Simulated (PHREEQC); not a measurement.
## Leach liquor (model solution)

A solution holds 0.017 mol/kgw H2SO4, 0.24 mol/kgw ZnSO4 and 0.00053 mol/kgw MnSO4, at 20 °C. Closed to the air; pH follows from the charge balance.

Computed with PHREEQC (ion-association model, phreeqc.dat).

Each row changes one thing in this solution. This is a speciation only: nothing precipitates in the calculation.

```tsv
case	pH	ionic strength (mol/kgw)	SO4-2 (mol/kgw)	HSO4- (mol/kgw)	Mn+2 (mol/kgw)	MnSO4 (mol/kgw)	SI of Pyrochroite (Mn(OH)2)
as made	1.97	0.483	0.0739	0.0199	0.000337	0.000193	-15.34
diluted 100-fold with water	3.56	0.00827	0.00208	3.83e-5	4.56e-6	7.38e-7	-13.58
0.0029 mol/kgw TMAH added	2.01	0.484	0.0746	0.0183	0.000336	0.000194	…
H2SO4 from 0.017 to 0.034 mol/kgw	1.66	0.503	0.0743	0.0397	0.000340	0.000189	-15.95
diluted 10-fold with water	2.73	0.0603	0.0138	0.00121	3.66e-5	1.64e-5	-14.51
H2SO4 from 0.017 to 0.085 mol/kgw	1.26	…	0.0755	0.0976	0.000349	0.000181	-16.76
H2SO4 from 0.017 to 0.0017 mol/kgw	2.97	0.465	0.0737	…	0.000334	0.000196	-13.33
ZnSO4 left out	…	0.0340	…	0.00929	0.000391	0.000139	-15.55
```

Task: What belongs in the gaps?

Result: 
- 0.0029 mol/kgw TMAH added, SI of Pyrochroite (Mn(OH)2): -15.26
- H2SO4 from 0.017 to 0.085 mol/kgw, ionic strength (mol/kgw): 0.562
- H2SO4 from 0.017 to 0.0017 mol/kgw, HSO4- (mol/kgw): 0.00201
- ZnSO4 left out, pH: 1.67
- ZnSO4 left out, SO4-2 (mol/kgw): 0.00810

Complexes and solids missing from the database can't appear. (CH3)4N+ isn't in the database: it is added as a free cation with an ion size of 4 Å.
